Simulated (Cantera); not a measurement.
Feed: 1 mol Si₃N₄, 0.39 mol N₂O, 44 mol H₂, held at 1075 K and 1330 Pa.

These are equilibrium values from Cantera (NASA tables, ideal gas, pure condensed phases), not measurements of a reactor. Candidate condensed phases: H₂O, Si, SiO₂, Si₂N₂O, Si₃N₄; 35 gas species. Mutual solubility and eutectic melting of coexisting phases are not modelled. Rates play no part.

Base state: H₂ 0.988, N₂ 0.0117 (mole fractions); condensed: Si₂N₂O(s) + Si₃N₄(s).

Question: What changes in the equilibrium state with this change: Si₃N₄ replaced by SiC?

Answer: 
| species | before | after |
|---|---|---|
| H₂ | 0.988 | 0.999 |
| CH₄ | 0 | 0.000601 |
| N₂ | 0.0117 | 2.77e-6 |
| Si₂N₂O(s), mol | 0.390 | 0.390 |
| Si₃N₄(s), mol | 0.740 | 0 |
| C(graphite), mol | 0 | 0.753 |
| SiC(s), mol | 0 | 0.220 |
Further candidate phases: C, C₆H₆, C₇H₈, C₈H₁₈, SiC.

Question: What changes in the equilibrium state with this change: temperature from 1075 K to 2175 K?

Answer: 
| species | before | after |
|---|---|---|
| H₂ | 0.988 | 0.880 |
| N₂ | 0.0117 | 0.0488 |
| H | 1.26e-7 | 0.0397 |
| Si | <1e-9 | 0.0216 |
| SiO | <1e-9 | 0.00798 |
| SiH | <1e-9 | 0.00109 |
| Si₂ | <1e-9 | 0.000330 |
| Si₂N₂O(s), mol | 0.390 | 0 |
| Si₃N₄(s), mol | 0.740 | 0 |
| Si(l), mol | 0 | 1.43 |
The tables' values for SiN are old estimates; treat these amounts as uncertain. Gases not in the tables: Si₂H₆ and higher silanes.
